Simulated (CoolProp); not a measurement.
A simple Rankine cycle with carbonyl sulfide: condensing at 291.15 K, boiler at 2.59 MPa, turbine inlet 369.6 K, turbine efficiency 0.85, pump efficiency 0.7, no recuperator. Each further row changes one setting.

Model: reference Helmholtz-energy equation of state, Lemmon 2006, in CoolProp. It is a short technical equation, of lower accuracy than the large ones.

```tsv
case	thermal efficiency (%)	net work (kJ/kg)	heat in (kJ/kg)	turbine exit temperature (K)	volume ratio over the turbine
as stated	9.3	27.7	298	311.9	2.17
turbine inlet 389.6 K	9.6	30.4	(withheld)	(withheld)	(withheld)
condensing temperature 283.15 K	11.1	34.1	308	299.5	2.62
boiler pressure 1.81 MPa	5.9	18.3	308	335.9	1.58
turbine efficiency 0.75	8.1	24.2	298	316.1	2.21
```

**Question.** What belongs in the gaps?

**Answer.** 
- turbine inlet 389.6 K, heat in (kJ/kg): 317
- turbine inlet 389.6 K, turbine exit temperature (K): 331.1
- turbine inlet 389.6 K, volume ratio over the turbine: 2.16
